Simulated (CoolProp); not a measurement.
Acetone at several states: density (kg/m³) from the reference equation and from simpler models built on Tc = 508.1 K, pc = 4.692 MPa, ω = 0.307; each cubic takes its own stable root.

Model: reference Helmholtz-energy equation of state, Lemmon 2006, in CoolProp. It is a short technical equation, of lower accuracy than the large ones.

| T (K) | p (MPa) | phase | reference |
|---|---|---|---|
| 457.2 | 0.0286 | gas | 0.4385 |
| 269.4 | 5.92 | liquid | 820.9 |
| 440.6 | 0.641 | gas | 11.26 |
| 476.5 | 0.0351 | gas | 0.5165 |

Problem. How far does each simpler model (Redlich-Kwong, Soave-Redlich-Kwong) lie from the reference over these 4 states: mean and median of the absolute difference, and the worst?

Solution. 
- Redlich-Kwong: mean 6.7 %, median 1.3 %, worst -24.3 % at 269.4 K and 5.92 MPa
- Soave-Redlich-Kwong: mean 6.1 %, median 1.0 %, worst -22.2 % at 269.4 K and 5.92 MPa
